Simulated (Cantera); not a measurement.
A perfectly stirred reactor is fed with CH4 : O2 : N2 = 1 : 2.5 : 9.4 (molar parts), equivalence ratio 0.80, at 83000 Pa; it is adiabatic with a 525 K inlet, and is followed from long to short residence time, starting on the burning branch (τ in s: 0.069, 0.036, 0.019, 0.0096, 0.005, 0.0026, 0.0013, 0.0007, 0.00036, 0.00019, 9.8e-05, 5.1e-05, 2.6e-05).

Computed with Cantera and GRI-Mech 3.0 (53 species, 325 reactions).

Q: What does this change do: pressure from 83000 Pa to 110000 Pa?

A: 
| quantity | before | after |
|---|---|---|
| blow-out, bracketed by the residence times tried | burning at 98.0 µs, out at 51.0 µs | burning at 98.0 µs, out at 51.0 µs |
| x(CH4) at τ = 69.0 ms | 5.11e-6 | 4.39e-6 |
| x(O2) at τ = 69.0 ms | 0.0389 | 0.0387 |
| x(NO) at τ = 69.0 ms | 0.000629 | 0.000695 |
| x(HO2) at τ = 69.0 ms | 1.78e-6 | 1.91e-6 |
| x(H) at τ = 69.0 ms | 0.000211 | 0.000155 |
| x(CH4) at τ = 1.30 ms | 9.32e-5 | 8.21e-5 |
| x(O2) at τ = 1.30 ms | 0.0443 | 0.0433 |
| x(NO) at τ = 1.30 ms | 6.64e-5 | 7.93e-5 |
| x(HO2) at τ = 1.30 ms | 6.81e-6 | 6.81e-6 |
| x(H) at τ = 1.30 ms | 0.00295 | 0.00203 |
